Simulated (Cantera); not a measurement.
Charge: 1 mol SiH2Cl2, 0.051 mol HCl, 63 mol H2, held at 650 °C and 1.00 bar.

Equilibrium computed with Cantera from the NASA thermochemical tables; the gas is ideal and each condensed phase is pure. Candidate condensed phases: Si; 19 gas species. The tables' values for SiCl3 are old estimates; treat these amounts as uncertain. Kinetics and transport are ignored.

### Question
What is the equilibrium state?

### Answer
```
Property       Result
----------  ---------
x(H2)           0.989
x(SiHCl3)     0.00473
x(SiCl4)      0.00342
x(HCl)        0.00255
x(SiH2Cl2)   0.000641
x(SiCl3)      2.83e-5
x(SiH3Cl)     2.14e-5
x(SiCl2)      9.45e-6
n(Si(s))    0.430 mol
gas amount  64.48 mol
```
